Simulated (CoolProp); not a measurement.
Vapour-liquid equilibrium of benzene (1) + ethylbenzene (2) at 460.2 K; x and y are mole fractions of (1).

The numbers come from the multi-fluid Helmholtz-energy mixture model, Thol 2012 and Zhou 2012; pair parameters Bell 2016 in CoolProp.

Q: Give the bubble pressure and the first vapour's composition at x = 0.125, 0.425, 0.875. Is there an azeotrope?

A: x = 0.125: 414.7 kPa, y = 0.277; x = 0.425: 634.5 kPa, y = 0.674; x = 0.875: 1037 kPa, y = 0.955. No azeotrope shows between x = 0.05 and 0.95.

The pair parameters rest on a limited set of measurements; away from them the model extrapolates.
